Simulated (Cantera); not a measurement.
Cantera with NASA thermochemical tables; ideal gases at 1 bar, condensed phases pure. Values are per mole of reaction as written; species without (g) are pure solids or liquids, kept so even where they would boil at 1 bar.

### Question
Between 300 and 625 K, where is each reaction favourable under standard conditions?
- 3 P4(g) + 10 O3(g) ⇌ 3 P4O10

### Answer
- 3 P4(g) + 10 O3(g) ⇌ 3 P4O10: ΔG° is -9862 kJ at 300 K and -9051 kJ at 625 K; it stays negative (K > 1). ΔH° is -10570 kJ and ΔS° -2431 J/K at 625 K.
